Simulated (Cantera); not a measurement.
Feed: 1 mol B2H6, 0.39 mol NH3, 0.084 mol O2, at 727 °C and 0.250 bar.

These are equilibrium values from Cantera (NASA tables, ideal gas, pure condensed phases), not measurements of a reactor. Candidate condensed phases: B, BN, B2O3, B3O3H3, H2O; 39 gas species. The feed counts by its element totals alone. The numbers say what is thermodynamically allowed, not how fast it happens.

Problem. What is the equilibrium state?

Solution. 
* **x(H2)**: 0.997
* **x(B3O3H3)**: 0.00302
* **x(HBO)**: 1.82e-6
* **n(B(s))**: 1.49 mol
* **n(BN(s))**: 0.390 mol
* **n(B2O3(l))**: 0.0452 mol
* **gas amount**: 3.580 mol
* **log10 activity of B3O3H3(s) (absent)**: -6.81
